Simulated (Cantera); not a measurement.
A closed system holds: 1 mol C3H6, 0.14 mol NH3, 0.063 mol CO2, held at 1.58 Torr.

Method: chemical equilibrium by Gibbs-energy minimisation in Cantera with the NASA 1993 tables (ideal gas, pure condensed phases). Candidate condensed phases: C, C6H6, C7H8, C8H18, H2O; 136 gas species. Rates play no part. All values below are at 1298 K.

Base state: H2 0.942, CO 0.0370, N2 0.0205, HCN 2.83e-5, H 2.27e-5, CH4 1.49e-5 (mole fractions); condensed: C(graphite).

### Question
What changes in the equilibrium state with this change: NH3 from 0.14 to 0.8 mol?

### Answer
```
species            before    after
----------------  -------  -------
H2                  0.942    0.889
N2                 0.0205   0.0846
CO                 0.0370   0.0267
HCN               2.83e-5  5.57e-5
CH4               1.49e-5  1.32e-5
C(graphite), mol     2.94     2.94
```
